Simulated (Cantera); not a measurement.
Thermodynamics of silicon nitride deposition, feed Si₂Cl₆ + NH₃ + N₂

Feed: 1 mol Si₂Cl₆, 5.8 mol NH₃, 10 mol N₂, equilibrated at 0.450 bar.

These are equilibrium values from Cantera (NASA tables, ideal gas, pure condensed phases), not measurements of a reactor. Candidate condensed phases: NH₄Cl, Si, Si₃N₄; 28 gas species. The feed counts by its element totals alone. The tables' values for SiCl₃ are old estimates; treat these amounts as uncertain. Equilibrium is a limit: real reactors are often held back by kinetics, nucleation or transport.

From 948 K to 1548 K the condensed part is Si₃N₄(s). The main Si-bearing gas is SiCl₄ at 948 K and SiCl₂ at 1548 K. The share of Si in condensed phases is highest at 1348 K (92.0 %) and lowest at 948 K (85.9 %).

| T (K) | x N₂ | x H₂ | x HCl | x SiCl₄ | x SiCl₂ | x SiCl₃ | x SiHCl₃ | x NH₃ | n Si₃N₄(s) |
|---|---|---|---|---|---|---|---|---|---|
| 948 | 0.507 | 0.270 | 0.210 | 0.0121 | 8.32e-9 | 1.73e-6 | 7.00e-5 | 3.77e-5 | 0.573 |
| 998 | 0.506 | 0.268 | 0.215 | 0.0109 | 4.75e-8 | 4.59e-6 | 9.40e-5 | 2.62e-5 | 0.582 |
| 1048 | 0.505 | 0.266 | 0.219 | 0.00985 | 2.28e-7 | 1.11e-5 | 0.000122 | 1.88e-5 | 0.589 |
| 1098 | 0.505 | 0.264 | 0.222 | 0.00896 | 9.47e-7 | 2.46e-5 | 0.000155 | 1.39e-5 | 0.596 |
| 1148 | 0.504 | 0.262 | 0.225 | 0.00818 | 3.45e-6 | 5.06e-5 | 0.000191 | 1.06e-5 | 0.602 |
| 1198 | 0.504 | 0.261 | 0.228 | 0.00749 | 1.12e-5 | 9.76e-5 | 0.000231 | 8.21e-6 | 0.606 |
| 1248 | 0.503 | 0.260 | 0.230 | 0.00688 | 3.32e-5 | 0.000178 | 0.000274 | 6.51e-6 | 0.610 |
| 1298 | 0.503 | 0.259 | 0.231 | 0.00633 | 8.95e-5 | 0.000308 | 0.000320 | 5.26e-6 | 0.612 |
| 1348 | 0.503 | 0.258 | 0.232 | 0.00580 | 0.000223 | 0.000508 | 0.000367 | 4.32e-6 | 0.613 |
| 1398 | 0.503 | 0.258 | 0.232 | 0.00529 | 0.000516 | 0.000800 | 0.000413 | 3.60e-6 | 0.612 |
| 1448 | 0.503 | 0.258 | 0.232 | 0.00477 | 0.00111 | 0.00120 | 0.000454 | 3.05e-6 | 0.608 |
| 1498 | 0.503 | 0.259 | 0.230 | 0.00420 | 0.00225 | 0.00172 | 0.000487 | 2.62e-6 | 0.599 |
| 1548 | 0.503 | 0.260 | 0.226 | 0.00358 | 0.00424 | 0.00233 | 0.000504 | 2.28e-6 | 0.584 |
x: gas mole fraction; n: condensed amount in mol.
